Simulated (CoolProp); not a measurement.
n-perfluorohexane along the isotherm 51.15 °C: density (kg/m³) from the reference equation and from simpler models built on Tc = 174.9 °C, pc = 1.742 MPa, ω = 0.497; each cubic takes its own stable root.

Values from CoolProp's reference Helmholtz-energy equation of state, Gao 2022.

| p (MPa) | phase | reference |
|---|---|---|
| 0.0275 | gas | 3.508 |
| 0.0445 | gas | 5.741 |
| 0.0719 | gas | 9.453 |
| 0.116 | liquid | 1598 |
| 0.188 | liquid | 1598 |
| 0.303 | liquid | 1599 |
| 0.49 | liquid | 1600 |
| 0.791 | liquid | 1602 |
| 1.28 | liquid | 1605 |
| 2.06 | liquid | 1609 |
| 3.34 | liquid | 1616 |
| 5.39 | liquid | 1627 |
| 8.71 | liquid | 1643 |

Q: How far does each simpler model (van der Waals, Redlich-Kwong, Soave-Redlich-Kwong, Peng-Robinson) lie from the reference over these 13 states: mean and median of the absolute difference, and the worst?

A: 
- van der Waals: mean 45.8 %, median 42.8 %, worst -99.0 % at 51.15 °C and 0.116 MPa
- Redlich-Kwong: mean 26.7 %, median 18.6 %, worst -99.0 % at 51.15 °C and 0.116 MPa
- Soave-Redlich-Kwong: mean 10.0 %, median 12.9 %, worst -13.6 % at 51.15 °C and 0.116 MPa
- Peng-Robinson: mean 1.3 %, median 1.6 %, worst -2.3 % at 51.15 °C and 0.116 MPa

At some of these states van der Waals, Redlich-Kwong gives the other phase, because its saturation line lies elsewhere.
